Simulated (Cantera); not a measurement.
## Transport properties of process gases

Gas mixture: NO : N₂O = 0.14 : 0.77 (molar parts), at 0.218 Torr, frozen composition.

Cantera's kinetic-theory transport with the Lennard-Jones parameters of GRI-Mech 3.0, ideal gas; thermal conductivity in the mixture-averaged form. The composition is frozen, though it would react at the higher temperatures.

| T (K) | ρ (kg/m³) | cp (J/kg/K) | μ (µPa s) | λ (mW/m/K) | Pr | D (cm²/s) H₂O | D (cm²/s) C₂H₂ | D (cm²/s) CH₃ |
|---|---|---|---|---|---|---|---|---|
| 400 | 0.000365 | 973.4 | 19.9 | 26.4 | 0.733 | 1060 | 763 | 1060 |
| 650 | 0.000225 | 1119 | 29.5 | 44.9 | 0.735 | 2690 | 1830 | 2500 |
| 900 | 0.000162 | 1214 | 37.5 | 61.8 | 0.738 | 4880 | 3230 | 4380 |
| 1150 | 0.000127 | 1271 | 44.6 | 77.1 | 0.735 | 7540 | 4920 | 6630 |
| 1400 | 0.000104 | 1311 | 50.9 | 91.1 | 0.733 | 10600 | 6860 | 9230 |
| 1650 | 8.85e-5 | 1342 | 56.9 | 104 | 0.733 | 14100 | 9040 | 12100 |
D: mixture-averaged diffusion coefficient of that species in the mixture.
